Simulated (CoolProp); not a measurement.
Vapour pressure (bar) of dodecamethylcyclohexasiloxane (D6): the reference equation beside estimates from Tc = 645.8 K, pc = 9.614 bar, ω = 0.736. Clausius-Clapeyron is anchored at 469.6 K with a constant enthalpy of vaporisation of 50.16 kJ/mol.

Model: reference Helmholtz-energy equation of state, Colonna 2008, in CoolProp. It is a short technical equation, of lower accuracy than the large ones.

| T (K) | reference | Lee-Kesler | Clausius-Clapeyron | van der Waals | Redlich-Kwong | Soave-Redlich-Kwong | Peng-Robinson |
|---|---|---|---|---|---|---|---|
| 311.5 | 0.0001096 | 0.0001254 | 0.0004409 | 0.2087 | 0.01302 | 0.0001189 | 0.0001612 |
| 337.8 | 0.0008225 | [?] | 0.001991 | 0.3605 | 0.03976 | 0.0008459 | 0.001059 |
| 364.2 | 0.004272 | 0.004368 | 0.007266 | 0.5787 | 0.09964 | 0.004278 | 0.005038 |
| 390.5 | 0.01652 | 0.01658 | [?] | 0.8736 | 0.2136 | 0.01640 | 0.01842 |
| 416.9 | 0.05125 | 0.05112 | 0.05897 | 1.259 | 0.4083 | 0.05092 | 0.05516 |
| 443.2 | 0.1326 | 0.1325 | 0.1392 | 1.741 | 0.7101 | 0.1327 | 0.1398 |
| 469.6 | 0.2991 | 0.3002 | 0.2991 | [?] | 1.150 | 0.3025 | 0.3121 |
| 495.9 | 0.6018 | 0.6070 | 0.5911 | 3.042 | 1.755 | 0.6152 | 0.6252 |
| 522.3 | 1.111 | 1.125 | 1.093 | 3.877 | 2.555 | 1.147 | 1.153 |
| 548.6 | 1.908 | 1.934 | 1.902 | 4.839 | 3.571 | 1.983 | [?] |
| 575 | 3.108 | 3.148 | 3.151 | 5.942 | 4.837 | 3.234 | 3.216 |
| 601.3 | 4.843 | 4.891 | 4.986 | 7.182 | 6.365 | 5.013 | 4.981 |

What belongs in the gaps?


- 337.8, Lee-Kesler: 0.0008755
- 390.5, Clausius-Clapeyron: 0.02217
- 469.6, van der Waals: 2.335
- 548.6, Peng-Robinson: 1.979

Absolute difference from the reference over all 12 rows, mean and median: Lee-Kesler 2.5 and 1.1 %, Clausius-Clapeyron 48.1 and 4.0 %, van der Waals 21490.1 and 946.8 %, Redlich-Kwong 1821.0 and 360.0 %, Soave-Redlich-Kwong 2.6 and 2.5 %, Peng-Robinson 11.7 and 4.9 %.
